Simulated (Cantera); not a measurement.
An isothermal plug-flow reactor at 798 K and 2.30 bar (inlet), inlet velocity 1.8 m/s, active area per volume 130 1/m; feed 0.395 % CO, 10.4 % O₂, 89.2 % N₂, equivalence ratio 0.019.

Detailed kinetics in Cantera: Deutschmann's 1995 Pt surface mechanism with GRI-Mech 3.0 gas chemistry. Catalytic surfaces can have several steady states; this one follows from the mechanism file's or the stated starting coverage. Mass transfer to the wall is taken as infinitely fast.

Q: Predict: x(CO) at z = 0.0078 m; x(O₂) at z = 0.0078 m; x(CO₂) at z = 0.0078 m; θ(free Pt) at the exit; θ(O*) at the exit; θ(CO*) at the exit.

A: 
```
Property                  Result
----------------------  --------
x(CO) at z = 0.0078 m    0.00310
x(O₂) at z = 0.0078 m      0.104
x(CO₂) at z = 0.0078 m  0.000853
θ(free Pt) at the exit    0.0343
θ(O*) at the exit          0.965
θ(CO*) at the exit       0.00116
```
